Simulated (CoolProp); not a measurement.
Properties of octamethyltrisiloxane (MDM) at several states.

Computed with CoolProp (reference Helmholtz-energy equation of state, Thol 2017).

| T (°C) | p (kPa) | phase | density (kg/m³) | cp (kJ/(kg K)) |
|---|---|---|---|---|
| 178.65 | 17.2 | gas | 1.093 | 1.818 |
| -46.45 | 118 | liquid | 885.6 | ? |
| 107.65 | 4340 | liquid | ? | ? |
| -18.55 | 38.4 | liquid | ? | 1.696 |

Q: Fill in the missing entries.

A: 
- -46.45, cp (kJ/(kg K)): 1.657
- 107.65, density (kg/m³): 739.6
- 107.65, cp (kJ/(kg K)): 1.975
- -18.55, density (kg/m³): 858.4
